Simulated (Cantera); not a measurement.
Charge: 1 mol PbO, 0.6 mol CO, held at 133 Pa.

Cantera equilibrium calculation (NASA polynomials, part measured and part estimated; ideal gas, pure solids and liquids). Candidate condensed phases: C, Pb, PbO, PbO2, Pb3O4; 15 gas species. Gases not in the tables: (PbO)n polymers. Rates play no part. All values below are at 1675 K.

Base state: Pb 0.421, CO2 0.361, PbO 0.186, O2 0.0299, CO 0.00292, O 0.000162 (mole fractions); condensed: gas only.

Q: What changes in the equilibrium state with this change: pressure from 133 Pa to 610000 Pa?

A: 
```
species        before    after
-----------  --------  -------
CO2             0.361    0.965
Pb              0.421   0.0182
PbO             0.186   0.0104
O2             0.0299  1.11e-5
O            0.000162  4.60e-8
Pb2           2.40e-6  2.05e-5
CO            0.00292  0.00601
Pb(l), mol          0    0.585
PbO(l), mol         0    0.397
```
Each liquid is taken as pure. Mutual solubility and eutectic melting of coexisting phases are not modelled.
